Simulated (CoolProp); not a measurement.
A simple Rankine cycle with p-xylene: condensing at 319.15 K, boiler at 2.99 MPa, turbine inlet 619 K, turbine efficiency 0.85, pump efficiency 0.7, no recuperator. Each further row changes one setting.

Values from CoolProp's reference Helmholtz-energy equation of state, Zhou 2012.

```
case                             thermal efficiency (%)  net work (kJ/kg)  heat in (kJ/kg)  turbine exit temperature (K)  volume ratio over the turbine
-------------------------------  ----------------------  ----------------  ---------------  ----------------------------  -----------------------------
as stated                                          25.2               213              844                         474.9                           1100
condensing temperature 311.15 K                    26.2               225              859                         468.2                           1620
boiler pressure 2.09 MPa                           24.4               214              879                         492.8                            624
turbine efficiency 0.75                            22.2               188              844                         488.7                           1130
```
